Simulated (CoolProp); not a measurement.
Vapour-liquid equilibrium of benzene (1) + toluene (2) at 381.9 K; x and y are mole fractions of (1).

Computed with CoolProp (multi-fluid Helmholtz-energy mixture model, Thol 2012 and Lemmon 2006; pair parameters Bell 2016).

Task: Give the bubble pressure and the first vapour's composition at x = 0.05, 0.35, 0.75. Is there an azeotrope?

Result: x = 0.05: 1.024 bar, y = 0.106; x = 0.35: 1.409 bar, y = 0.549; x = 0.75: 1.935 bar, y = 0.871. No azeotrope shows between x = 0.05 and 0.95.

Pair parameters are fitted to limited data, so mixtures are less certain than the pure fluids.
